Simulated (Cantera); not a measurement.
# Si + NF3 + N2 (silicon etching in halogen gases)

Input: 1 mol Si, 2.3 mol NF3, 0.21 mol N2, at 78.0 mbar.

These are equilibrium values from Cantera (NASA tables, ideal gas, pure condensed phases), not measurements of a reactor. Candidate condensed phases: Si, Si3N4; 16 gas species. Kinetics and transport are ignored.

| T (K) | log p F | log p SiF4 | log p NF3 | log p N2 | log p F2 | log p NF2 | log p NF |
|---|---|---|---|---|---|---|---|
| 498 | -7.72 | -1.56 | -1.58 | -1.62 | -4.86 | -11.85 | <-13 |
| 648 | -4.70 | -1.57 | -1.60 | -1.61 | -2.74 | -8.91 | <-13 |
| 798 | -2.96 | -1.64 | -2.05 | -1.58 | -1.72 | -7.36 | <-13 |
| 948 | -2.06 | -1.71 | -3.26 | -1.58 | -1.64 | -6.92 | <-13 |
| 1098 | -1.59 | -1.77 | -4.70 | -1.63 | -1.93 | -6.97 | -12.02 |
| 1248 | -1.41 | -1.81 | -6.35 | -1.68 | -2.53 | -7.39 | -11.00 |
| 1398 | -1.38 | -1.83 | -7.93 | -1.69 | -3.20 | -7.91 | -10.30 |
| 1548 | -1.37 | -1.83 | -9.27 | -1.69 | -3.79 | -8.38 | -9.74 |
| 1698 | -1.37 | -1.83 | -10.38 | -1.70 | -4.29 | -8.77 | -9.29 |
log p: log10 of the partial pressure in bar; nothing condenses.

From 498 K to 1698 K nothing is condensed. The main Si-bearing gas is SiF4 throughout.
